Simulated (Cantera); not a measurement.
Cantera with NASA thermochemical tables; ideal gases at 1 bar, condensed phases pure. Values are per mole of reaction as written; species without (g) are pure solids or liquids, kept so even where they would boil at 1 bar. TaC: taken at fixed stoichiometry.

Q: Between 300 and 2598 K, where is each reaction favourable under standard conditions?
- TaC + 3 O(g) + 2 H₂(g) = CH₃OH(g) + TaO₂(g)

A: 
- TaC + 3 O(g) + 2 H₂(g) = CH₃OH(g) + TaO₂(g): ΔG° is -925 kJ at 300 K and -161 kJ at 2598 K; it stays negative (K > 1). ΔH° is -1071 kJ and ΔS° -350 J/K at 2598 K.
